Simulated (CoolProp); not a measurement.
Vapour-liquid equilibrium of CHF3 (R23) (1) + C2F6 (R116) (2) at 5.77 bar; x and y are mole fractions of (1).

The numbers come from the multi-fluid Helmholtz-energy mixture model, Penoncello 2003 and Lemmon 2006; pair parameters Bell 2016 in CoolProp.

| x | bubble temperature (°C) | y at the bubble point | dew temperature at overall composition x (°C) | liquid density (mol/L) |
|---|---|---|---|---|
| 0.05 | -41.6 | 0.141 | ___ | 10.52 |
| 0.15 | ___ | 0.318 | ___ | 11.10 |
| 0.25 | ___ | 0.420 | -44.3 | 11.68 |
| 0.35 | -49.7 | 0.487 | -46.8 | 12.29 |
| 0.45 | -50.4 | 0.537 | ___ | 12.96 |
| 0.55 | -50.7 | 0.580 | -50.5 | 13.73 |
| 0.65 | -50.7 | ___ | -50.6 | 14.59 |
| 0.75 | -50.4 | 0.680 | -49.5 | 15.58 |
| 0.85 | -49.4 | ___ | -48.0 | 16.68 |
| 0.95 | -47.2 | 0.894 | -46.2 | 17.87 |

Problem. Fill in the missing entries.

Solution. 
- 0.05, dew temperature at overall composition x (°C): -39.4
- 0.15, bubble temperature (°C): -46.0
- 0.15, dew temperature at overall composition x (°C): -41.8
- 0.25, bubble temperature (°C): -48.4
- 0.45, dew temperature at overall composition x (°C): -49.0
- 0.65, y at the bubble point: 0.625
- 0.85, y at the bubble point: 0.760

y crosses x between x = 0.55 and 0.65: the model has an azeotrope there.

The pair parameters rest on a limited set of measurements; away from them the model extrapolates.
